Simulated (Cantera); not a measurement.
Charge: 1 mol TiC, 0.088 mol C, 3.2 mol H2, held at 2650 K and 13300 Pa.

Cantera equilibrium calculation (NASA polynomials, part measured and part estimated; ideal gas, pure solids and liquids). Candidate condensed phases: C, C6H6, C7H8, C8H18, Ti, TiC; 77 gas species. TiC: taken at fixed stoichiometry. Kinetics and transport are ignored.

Base state: H2 0.867, H 0.120, C2H2 (acetylene) 0.0126, C2H 0.000168, Ti 8.47e-5, C4H2 7.56e-5, CH3 2.46e-5, C3 2.13e-5 (mole fractions); condensed: TiC(s).

Task: What changes in the equilibrium state with this change: 0.0032 mol Cl2 added?

Result: 
```tsv
species	before	after
H2	0.867	0.866
H	0.120	0.119
C2H2 (acetylene)	0.0126	0.0126
HCl	0	0.00171
Cl	0	0.000164
Ti	8.47e-5	8.46e-5
CH4	1.03e-5	1.03e-5
CH3	2.46e-5	2.46e-5
C3	2.13e-5	2.13e-5
C2H2 (vinylidene)	1.58e-5	1.58e-5
C4H2	7.56e-5	7.56e-5
TiC(s), mol	1.000	1.000
```
Further candidate phases: TiCl2, TiCl3, TiCl4.

Task: What changes in the equilibrium state with this change: C from 0.088 to 0.0084 mol?

Result: 
```
species            before     after
----------------  -------  --------
H2                  0.867     0.878
H                   0.120     0.120
C2H2 (acetylene)   0.0126   0.00133
Ti                8.47e-5  0.000262
C4H2              7.56e-5   8.39e-7
C3                2.13e-5   7.22e-7
TiC(s), mol         1.000     0.999
```
